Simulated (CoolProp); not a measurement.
Vapour-liquid equilibrium of R125 (1) + R152A (2) at 0.155 MPa; x and y are mole fractions of (1).

The numbers come from the multi-fluid Helmholtz-energy mixture model, Lemmon 2005 and Outcalt 1996; pair parameters Bell 2016 in CoolProp.

Q: Give the bubble temperature and the first vapour's composition at x = 0.05, 0.5, 0.65. Is there an azeotrope?

A: x = 0.05: -16.1 °C, y = 0.124; x = 0.5: -29.0 °C, y = 0.723; x = 0.65: -32.3 °C, y = 0.835. No azeotrope shows between x = 0.05 and 0.95.

The pair parameters rest on a limited set of measurements; away from them the model extrapolates.
